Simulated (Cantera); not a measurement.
What does this Cantera script print?

```python
import numpy as np
import cantera as ct

gas_names = """
    H2O H
""".split()
cond_names = """
    Ta(cr) Ta(L) Ta2O5(s) Ta2O5(L)
""".split()


def load(file, names, dense=False):
    # The tables refer to 1 bar. Condensed volumes are neglected.
    table = {s.name: s for s in ct.Species.list_from_file(file)}
    out = []
    for n in names:
        d = dict(table[n].input_data)
        d["thermo"] = dict(d["thermo"], **{"reference-pressure": 1e5})
        if dense:
            d["equation-of-state"] = {"model": "constant-volume", "density": "1e6 g/cm^3"}
        out.append(ct.Species.from_dict(d))
    return out


species = {s.name: s for s in load("nasa_gas.yaml", gas_names) + load("nasa_condensed.yaml", cond_names)}
# Each term lists the table entries of one substance; the one whose range holds T is used.
reactions = {
    '5 H2O(g) + 2 Ta = Ta2O5 + 10 H(g)':
        [(-5, ['H2O']), (-2, ['Ta(cr)', 'Ta(L)']), (1, ['Ta2O5(s)', 'Ta2O5(L)']), (10, ['H'])],
}


def pick(names, T):
    return next(species[n] for n in names if species[n].thermo.min_temp <= T <= species[n].thermo.max_temp)


results = []
for label, terms in reactions.items():
    print(label)
    print("     T/K   dH/kJ  dS/(J/K)   dG/kJ   log10 K")
    for T in [300, 1523, 1723, 1923, 2123, 2323, 2523, 2723, 2923]:
        used = [(nu, pick(names, T)) for nu, names in terms]
        dH = sum(nu * s.thermo.h(T) for nu, s in used) / 1e6
        dS = sum(nu * s.thermo.s(T) for nu, s in used) / 1e3
        dG = dH - T * dS / 1e3
        logK = -dG * 1e6 / (ct.gas_constant * T * np.log(10))
        results.append((label, T, dH, dS, dG, logK, [s.name for _, s in used]))
        print(f"{T:8g} {dH:8.1f} {dS:8.1f} {dG:8.1f} {logK:8.2f}")
```

It prints:

```
5 H2O(g) + 2 Ta = Ta2O5 + 10 H(g)
     T/K   dH/kJ  dS/(J/K)   dG/kJ   log10 K
     300   1343.3    264.0   1264.1  -220.10
    1523   1497.3    473.4    776.2   -26.62
    1723   1517.2    485.8    680.3   -20.62
    1923   1535.6    495.9    582.1   -15.81
    2123   1675.5    563.9    478.2   -11.77
    2323   1699.5    574.8    364.3    -8.19
    2523   1721.9    584.0    248.4    -5.14
    2723   1742.6    591.9    130.8    -2.51
    2923   1761.6    598.7     11.7    -0.21
```

Standard-state values (1 bar) from the NASA 1993 polynomials, evaluated with Cantera. Condensed species are held in their standard states even where they would react or evaporate.
